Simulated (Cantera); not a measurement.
Charge: 1 mol CH3SiCl3, 0.68 mol C3H8, 20 mol H2, held at 0.133 bar.

Cantera equilibrium calculation (NASA polynomials, part measured and part estimated; ideal gas, pure solids and liquids). Candidate condensed phases: C, C6H6, C7H8, C8H18, Si, SiC; 109 gas species. The feed counts by its element totals alone. The tables' values for SiCl, SiCl3 are old estimates; treat these amounts as uncertain. Gases not in the tables: Si2H6 and higher silanes. Kinetics and transport are ignored.

Task: At 2248 K, list the 6 most abundant gas species with their mole fractions, and the condensed phases.

Result: H2 0.865, HCl 0.107, H 0.0187, SiCl2 0.00303, C2H2 (acetylene) 0.00287, Cl 0.00168. Condensed: C(graphite) + SiC(s).
